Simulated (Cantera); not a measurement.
A perfectly stirred reactor is fed with CH4 : H2 : H : N2 = 0.032 : 1 : 0.016 : 0.1 (molar parts), at 27.8 Torr; it is held at 1273 K, and followed from long to short residence time.

Cantera simulation using GRI-Mech 3.0 (53 species, 325 reactions); the numbers are that mechanism's predictions, not measurements. GRI-Mech 3.0 stops at C3 and has no aromatics, soot or wall deposition, so with more carbon than oxygen in the feed, carbon stays in small species such as C2H2 where larger ones or solid carbon would form. Radical loss at walls, strong at low pressure, is not modelled.

One state of this run: x CH4 = 0.0248; x H2 = 0.879; x H = 0.00652; x CH3 = 0.00254; x C2H2 = 2.21e-5. x: mole fraction; the columns are a selection and need not sum to one.

Problem. Which value of τ (s) does it belong to?
A. 1.1
B. 0.47
C. 0.00029
D. 0.0078

Solution. C, 0.00029
